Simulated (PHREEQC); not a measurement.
Solution (25 °C): 0.046 mol NaH2PO4 and 0.0048 mol K2HPO4 per kg of water. Closed to the air; pH follows from the charge balance.

Computed with PHREEQC (ion-association model, phreeqc.dat).

Each row changes one thing in this solution. Precipitation was switched off in this run.

| case | pH | ionic strength (mol/kgw) | H2PO4- (mol/kgw) | HPO4-2 (mol/kgw) | NaHPO4- (mol/kgw) | KHPO4- (mol/kgw) |
|---|---|---|---|---|---|---|
| as made | 5.94 | 0.0600 | 0.0460 | 0.00459 | 0.000180 | 3.69e-5 |
| K2HPO4 replaced by K2SO4 at the same molality | 4.55 | 0.0595 | 0.0457 | 0.000185 | 7.23e-6 | 1.48e-6 |
| diluted 2-fold with water | 6.01 | 0.0301 | 0.0230 | 0.00234 | 5.53e-5 | 1.14e-5 |
| 0.012 mol/kgw Ca(OH)2 added | 6.88 | 0.0882 | 0.0213 | 0.0206 | 0.000710 | 0.000145 |
| K2HPO4 from 0.0048 to 0.00432 mol/kgw | 5.89 | 0.0586 | 0.0460 | 0.00413 | 0.000163 | 3.01e-5 |
| NaH2PO4 from 0.046 to 0.0092 mol/kgw | 6.73 | 0.0234 | 0.00920 | 0.00470 | 4.71e-5 | 4.88e-5 |
| K2HPO4 from 0.0048 to 0.0072 mol/kgw | 6.10 | 0.0669 | 0.0460 | 0.00687 | 0.000260 | 7.98e-5 |

Some of these states are supersaturated (in Hydroxyapatite, for instance).
